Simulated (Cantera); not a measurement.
Feed: 1 mol MgO, 3 mol O2, 0.27 mol H2O, equilibrated at 1750 K and 0.133 bar.

Method: chemical equilibrium by Gibbs-energy minimisation in Cantera with the NASA 1993 tables (ideal gas, pure condensed phases). Candidate condensed phases: H2O, Mg, MgO, Mg(OH)2; 15 gas species. Rates play no part.

Base state: O2 0.917, H2O 0.0820, OH 0.00109, O 0.000196 (mole fractions); condensed: MgO(s).

Q: What changes in the equilibrium state with this change: temperature from 1750 K to 923.15 K?

A: 
```json
[
 {"species": "O2", "before": "0.917", "after": "0.917"},
 {"species": "H2O", "before": "0.0820", "after": "0.0826"},
 {"species": "OH", "before": "0.00109", "after": "4.91e-8"},
 {"species": "O", "before": "0.000196", "after": "<1e-9"},
 {"species": "MgO(s), mol", "before": "1.000", "after": "1.00"}
]
```

Q: What changes in the equilibrium state with this change: temperature from 1750 K to 1550 K?

A: 
```
species        before     after
-----------  --------  --------
O2              0.917     0.917
H2O            0.0820    0.0824
OH            0.00109  0.000259
O            0.000196   2.05e-5
MgO(s), mol     1.000      1.00
```
